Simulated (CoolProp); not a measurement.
Properties of R410A along the isobar 4500 kPa.

Values from CoolProp's reference Helmholtz-energy equation of state, Lemmon 2003. It is a pseudo-pure fit of the blend.

| T (°C) | phase | Z | cv (kJ/(kg K)) | expansivity (1/kK) | viscosity (µPa s) | conductivity (mW/(m K)) |
|---|---|---|---|---|---|---|
| 41.15 | liquid | 0.1251 | 0.9392 | 5.977 | 103 | 80.8 |
| 48.25 | liquid | 0.1282 | 0.9577 | 7.374 | 92.2 | 75.4 |
| 76.35 | gas | 0.5584 | 1.024 | 20.21 | 20.0 | 24.2 |
| 83.35 | gas | 0.6148 | 0.9818 | 13.90 | 19.5 | 23.9 |
| 90.35 | gas | 0.6569 | 0.9596 | 10.89 | 19.2 | 23.9 |
| 97.45 | gas | 0.6913 | 0.9466 | 9.048 | 19.2 | 24.0 |
| 104.45 | gas | 0.7195 | 0.9391 | 7.820 | 19.2 | 24.2 |
| 111.45 | gas | 0.7437 | 0.9351 | 6.924 | 19.2 | 24.5 |
| 118.55 | gas | 0.7651 | 0.9335 | 6.229 | 19.4 | 24.8 |
| 125.55 | gas | 0.7836 | 0.9337 | 5.686 | 19.5 | 25.1 |
| 132.55 | gas | 0.8001 | 0.9353 | 5.244 | 19.7 | 25.5 |
| 139.55 | gas | 0.8148 | 0.9380 | 4.876 | 19.8 | 25.8 |
| 146.65 | gas | 0.8283 | 0.9415 | 4.561 | 20.0 | 26.2 |

Viscosity comes from a separate model (Geller 2000). Thermal conductivity comes from a separate model (Geller 2001).
